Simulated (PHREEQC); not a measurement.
Make-up at 25 °C: 1.2 mol NaOH and 0.33 mol NaHCO3 per kg of water. Closed to the air; pH follows from the charge balance.

Equilibrium calculation in PHREEQC: Pitzer model, pitzer.dat.

```json
[
 {"quantity": "pH", "before": "13.79", "after": "13.93"},
 {"quantity": "ionic strength (mol/kgw)", "before": "1.86", "after": "1.20"}
]
```

Q: Name the change that produced these shifts.
A. NaOH left out
B. diluted 10-fold with water
C. diluted 5-fold with water
D. NaHCO3 from 0.33 to 0.495 mol/kgw
E. NaHCO3 left out

A: E, NaHCO3 left out

No solid was allowed to form. In brines, pH and single-ion activities rest on the MacInnes convention.
